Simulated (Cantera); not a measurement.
Feed: 1 mol Si, 0.72 mol Br2, 90 mol H2, held at 700 K and 0.133 bar.

Method: chemical equilibrium by Gibbs-energy minimisation in Cantera with the NASA 1993 tables (ideal gas, pure condensed phases). Candidate condensed phases: Br2, Si; 19 gas species. Equilibrium is a limit: real reactors are often held back by kinetics, nucleation or transport.

Base state: H2 0.995, SiBr4 0.00334, SiHBr3 0.000638, HBr 0.000564, SiH2Br2 5.66e-5 (mole fractions); condensed: Si(s).

Question: What changes in the equilibrium state with this change: temperature from 700 K to 1398 K?

Answer: 
```
species       before     after
----------  --------  --------
H2             0.995     0.985
HBr         0.000564    0.0148
SiBr2        1.13e-7  0.000489
SiBr4        0.00334   3.96e-7
Br             <1e-9   2.95e-5
H              <1e-9   1.29e-5
SiHBr3      0.000638   1.14e-6
Si(s), mol     0.636     0.955
```
